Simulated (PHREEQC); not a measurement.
Silver or lead bath: an equilibrium model

Solution (20 °C): 0.25 mol/kgw AgF and 0.0031 mol/kgw HNO3. Closed to the air; pH follows from the charge balance.

Equilibrium calculation in PHREEQC: ion-association model, wateq4f.dat.

No solid was allowed to form.

Problem. What pH does the model give?

Solution. pH 5.02.

Problem. In which forms is N present?

Solution. NO3- 95 %, AgNO3 4.9 % of the N.

Species that the database lacks are ignored.
